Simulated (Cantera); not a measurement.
An isothermal, constant-pressure homogeneous reactor starts with NH₃ : H₂ = 1 : 0.22 (molar parts), at 2373 K and 54.0 Torr.

Computed with Cantera and the gas-phase N/H chemistry of the illustrative SiF4/NH3 mechanism in the Surface Chemkin manual (1991). Walls and surfaces, which speed up NH3 decomposition in real reactors, are not modelled.

x: mole fraction; the columns are a selection and need not sum to one.

| t (s) | x NH₃ | x H₂ | x N | x H | x N₂H₂ |
|---|---|---|---|---|---|
| 0.000300 | 0.801 | 0.190 | 5.86e-6 | 0.000405 | [?] |
| 0.00145 | 0.725 | 0.245 | 7.26e-6 | 0.000535 | [?] |
| 0.00702 | 0.469 | 0.432 | 9.67e-6 | 0.00102 | [?] |
| 0.0340 | 0.0904 | 0.706 | 1.19e-5 | 0.00273 | [?] |
| 0.164 | 1.75e-5 | 0.746 | 3.46e-6 | 0.0319 | 6.06e-11 |
| 0.795 | 3.56e-7 | 0.735 | 2.06e-7 | 0.0449 | <1e-12 |
| 3.85 | 2.55e-7 | 0.735 | 1.47e-7 | 0.0449 | <1e-12 |
| 18.6 | 2.55e-7 | 0.735 | 1.47e-7 | 0.0449 | <1e-12 |
| 90.0 | 2.55e-7 | 0.735 | 1.47e-7 | 0.0449 | <1e-12 |

Q: Fill in the missing entries.

A: 
- 0.000300, x N₂H₂: 3.13e-5
- 0.00145, x N₂H₂: 2.81e-5
- 0.00702, x N₂H₂: 1.48e-5
- 0.0340, x N₂H₂: 2.09e-6
